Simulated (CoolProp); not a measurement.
Vapour-liquid equilibrium of R134a (1) + methanol (2) at -14.25 °C; x and y are mole fractions of (1).

Model: multi-fluid Helmholtz-energy mixture model, Tillner-Roth 1994 and de Reuck 1993; pair parameters Bell 2016, in CoolProp.

```csv
x,bubble pressure (MPa),y at the bubble point,dew pressure at overall composition x (MPa),liquid density (mol/L)
0.05,0.03725,0.959,0.001645,24.79
0.15,0.07709,0.981,0.001837,23.11
0.25,0.09558,0.985,0.002081,21.57
0.35,0.1054,0.987,0.002399,20.15
0.45,0.1122,0.988,0.002834,18.85
0.55,0.1186,0.989,0.003462,17.64
0.65,0.1261,0.991,0.004449,16.52
0.75,0.1353,0.992,0.006223,15.48
0.85,0.1467,0.995,0.01035,14.50
0.95,0.1608,0.998,0.03073,13.58
```

No azeotrope shows between x = 0.05 and 0.95.

The pair parameters rest on a limited set of measurements; away from them the model extrapolates. With so large a gap from Raoult's law the liquid may split in two, which this calculation doesn't test in full.
